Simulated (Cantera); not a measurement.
**Ignition delay**

Mixture: 15.6 % H2, 17.8 % O2, 66.5 % N2, 0.109 % NO, at 8.10 bar, adiabatic and at constant volume. Ignition delay is the time to a rise of 400 K.

Detailed kinetics in Cantera: GRI-Mech 3.0 (53 species, 325 reactions). The hydrogen kinetics of GRI-Mech 3.0 are dated; newer H2 mechanisms differ, most at raised pressure. The mechanism lacks 2 NO + O2 → 2 NO2 and HONO, so NO2 and the effect of NO are under-described below about 1400 K. Below about 950 K walls govern HO2 and H2O2 in real vessels.

```
T0 (K)  delay (ms)
------  ----------
923           1.73
998          0.446
1073         0.126
1148        0.0341
1223        0.0112
1298       0.00534
1373       0.00332
1448       0.00235
```

```json
{
 "apparent activation energy between 1298 and 1448 K": "86 kJ/mol"
}
```
